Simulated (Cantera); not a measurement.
Hydrocarbon pyrolysis for carbon deposition

An isothermal, constant-pressure homogeneous reactor starts with 3.23 % C₃H₈, 96.8 % H₂, at 1000 K and 0.000640 bar.

Model: GRI-Mech 3.0 (53 species, 325 reactions), integrated in Cantera. GRI-Mech 3.0 was tuned for natural gas; its chemistry of propane as a main component is partial and can be far from experiment. GRI-Mech 3.0 stops at C3 and has no aromatics, soot or wall deposition, so with more carbon than oxygen in the feed, carbon stays in small species such as C2H2 where larger ones or solid carbon would form. Radical loss at walls, strong at low pressure, is not modelled.

| t (s) | x C₃H₈ | x H₂ | x C₂H₆ | x C₂H₂ | x H | x C₂H₄ |
|---|---|---|---|---|---|---|
| 8.00e-6 | 0.0323 | 0.968 | <1e-12 | <1e-12 | <1e-12 | <1e-12 |
| 2.29e-5 | 0.0323 | 0.968 | <1e-12 | <1e-12 | <1e-12 | <1e-12 |
| 6.56e-5 | 0.0323 | 0.968 | 1.13e-12 | <1e-12 | 7.17e-12 | 1.57e-12 |
| 0.000188 | 0.0323 | 0.968 | 9.26e-12 | <1e-12 | 5.76e-11 | 1.34e-11 |
| 0.000538 | 0.0323 | 0.968 | 7.55e-11 | <1e-12 | 4.45e-10 | 1.28e-10 |
| 0.00154 | 0.0323 | 0.968 | 6.09e-10 | <1e-12 | 3.10e-9 | 1.50e-9 |
| 0.00442 | 0.0323 | 0.968 | 4.76e-9 | <1e-12 | 1.73e-8 | 1.93e-8 |
| 0.0126 | 0.0323 | 0.968 | 3.42e-8 | <1e-12 | 7.07e-8 | 2.21e-7 |
| 0.0362 | 0.0323 | 0.968 | 2.01e-7 | <1e-12 | 2.41e-7 | 2.11e-6 |
| 0.104 | 0.0322 | 0.968 | 8.47e-7 | 1.56e-11 | 7.58e-7 | 1.84e-5 |
| 0.297 | 0.0321 | 0.968 | 2.74e-6 | 1.18e-9 | 2.24e-6 | 0.000153 |
| 0.851 | 0.0310 | 0.967 | 8.33e-6 | 8.07e-8 | 6.31e-6 | 0.00123 |
| 2.44 | 0.0239 | 0.960 | 2.93e-5 | 4.30e-6 | 1.51e-5 | 0.00802 |
| 6.98 | 0.00614 | 0.943 | 5.32e-5 | 9.47e-5 | 2.29e-5 | 0.0251 |
| 20.0 | 0.000458 | 0.938 | 3.84e-5 | 0.000350 | 7.94e-6 | 0.0303 |
x: mole fraction; the columns are a selection and need not sum to one.

Equilibrium at this temperature and pressure: C₃H₈ 9.27e-11, H₂ 0.908, C₂H₆ 1.49e-6, C₂H₂ 0.00322, H 8.61e-8, C₂H₄ 0.000958 (gas phase only).
